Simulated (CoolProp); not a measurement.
n-perfluorobutane along the isobar 0.101 MPa: density (kg/m³) from the reference equation and from simpler models built on Tc = 386.3 K, pc = 2.322 MPa, ω = 0.372; each cubic takes its own stable root.

The numbers come from the reference Helmholtz-energy equation of state, Gao 2022 in CoolProp.

```
T (K)   phase  reference
-----  ------  ---------
180    liquid       1912
188.4  liquid       1882
196.8  liquid       1853
205.2  liquid       1823
213.6  liquid       1794
222    liquid       1766
230.4  liquid       1737
238.8  liquid       1708
247.2  liquid       1680
255.6  liquid       1651
```

Task: How far does each simpler model (Redlich-Kwong, Peng-Robinson) lie from the reference over these 10 states: mean and median of the absolute difference, and the worst?

Result: 
- Redlich-Kwong: mean 19.0 %, median 10.0 %, worst -99.3 % at 255.6 K and 0.101 MPa
- Peng-Robinson: mean 5.6 %, median 5.9 %, worst +7.0 % at 255.6 K and 0.101 MPa

At some of these states Redlich-Kwong gives the other phase, because its saturation line lies elsewhere.
